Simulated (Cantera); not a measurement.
A perfectly stirred reactor is fed with 5.34 % CH4, 0.747 % CO, 19.7 % O2, 74.2 % N2, equivalence ratio 0.56, at 12.0 bar; it is adiabatic with a 500 K inlet, and is followed from long to short residence time, starting on the burning branch (τ in s: 0.16, 0.072, 0.031, 0.014, 0.0059, 0.0026, 0.0011, 0.00049, 0.00021, 9.3e-05, 4.1e-05).

Detailed kinetics in Cantera: GRI-Mech 3.0 (53 species, 325 reactions). The pressure lies above the range GRI-Mech 3.0 was tuned for (to about 10 atm).

x: mole fraction; the columns are a selection and need not sum to one.

| τ (s) | T (K) | x CH4 | x CO | x O2 | x HO2 | x NO | x C2H2 | x H |
|---|---|---|---|---|---|---|---|---|
| 0.16 | 1764 | 2.88e-6 | [?] | 0.0873 | 1.20e-6 | 1.44e-5 | 4.93e-10 | 2.56e-7 |
| 0.072 | 1763 | 5.82e-6 | [?] | 0.0873 | 1.47e-6 | 8.41e-6 | 1.83e-9 | 3.77e-7 |
| 0.031 | 1762 | 1.16e-5 | [?] | 0.0873 | 2.05e-6 | 5.57e-6 | 6.16e-9 | 6.57e-7 |
| 0.014 | 1760 | 2.16e-5 | [?] | 0.0874 | 3.14e-6 | 4.36e-6 | 1.67e-8 | 1.23e-6 |
| 0.0059 | 1757 | 4.14e-5 | [?] | 0.0876 | 5.42e-6 | 3.74e-6 | 4.32e-8 | 2.57e-6 |
| 0.0026 | 1751 | 7.70e-5 | [?] | 0.0879 | 9.63e-6 | 3.36e-6 | 9.86e-8 | 5.31e-6 |
| 0.0011 | 1740 | 0.000154 | [?] | 0.0886 | 1.85e-5 | 2.82e-6 | 2.29e-7 | 1.14e-5 |
| 0.00049 | 1715 | 0.000336 | [?] | 0.0903 | 3.77e-5 | 1.92e-6 | 5.72e-7 | 2.24e-5 |
| 0.00021 | 500 | 0.0534 | 0.00747 | 0.197 | <1e-12 | <1e-12 | <1e-12 | <1e-12 |
| 9.3e-5 | 500 | 0.0534 | 0.00747 | 0.197 | <1e-12 | <1e-12 | <1e-12 | <1e-12 |
| 4.1e-5 | 500 | 0.0534 | 0.00747 | 0.197 | <1e-12 | <1e-12 | <1e-12 | <1e-12 |

Some entries are withheld; supply them.


- 0.16, x CO: 4.68e-5
- 0.072, x CO: 8.72e-5
- 0.031, x CO: 0.000170
- 0.014, x CO: 0.000317
- 0.0059, x CO: 0.000620
- 0.0026, x CO: 0.00117
- 0.0011, x CO: 0.00236
- 0.00049, x CO: 0.00496
